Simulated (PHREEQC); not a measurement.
## Buffer: an equilibrium model

A solution holds 0.0037 mol KHCO3 and 0.0036 mol Na2HPO4 per kg of water, at 25 °C. Closed to the air; pH follows from the charge balance.

Model: ion-association model, phreeqc.dat, run in PHREEQC.

Each row changes one thing in this solution. This is a speciation only: nothing precipitates in the calculation.

| case | pH | ionic strength (mol/kgw) | HPO4-2 (mol/kgw) | H2PO4- (mol/kgw) | NaHPO4- (mol/kgw) | PO4-3 (mol/kgw) |
|---|---|---|---|---|---|---|
| as made | 8.62 | 0.0144 | 0.00346 | 9.47e-5 | 3.00e-5 | 1.20e-6 |
| KHCO3 left out | (withheld) | 0.0107 | 0.00354 | 2.42e-5 | 3.26e-5 | 4.75e-6 |
| diluted 10-fold with water | (withheld) | 0.00145 | 0.000348 | 1.13e-5 | 4.12e-7 | 8.47e-8 |
| Na2HPO4 from 0.0036 to 0.0054 mol/kgw | 8.67 | 0.0197 | 0.00519 | 0.000121 | 6.33e-5 | 2.22e-6 |
| KHCO3 from 0.0037 to 0.0185 mol/kgw | (withheld) | 0.0292 | 0.00335 | 0.000155 | 2.47e-5 | 7.66e-7 |
| temperature from 25 to 50 °C | (withheld) | 0.0144 | 0.00344 | 0.000119 | 2.92e-5 | 1.33e-6 |
| 0.0002 mol/kgw HNO3 added | 8.26 | 0.0142 | 0.00335 | 0.000210 | 2.92e-5 | 5.07e-7 |

Problem. Some entries are withheld; supply them.

Solution. 
- KHCO3 left out, pH: 9.24
- diluted 10-fold with water, pH: 8.64
- KHCO3 from 0.0037 to 0.0185 mol/kgw, pH: 8.34
- temperature from 25 to 50 °C, pH: 8.45

At this temperature some constants are extrapolated from 25 °C, and those without enthalpy data are left unchanged.
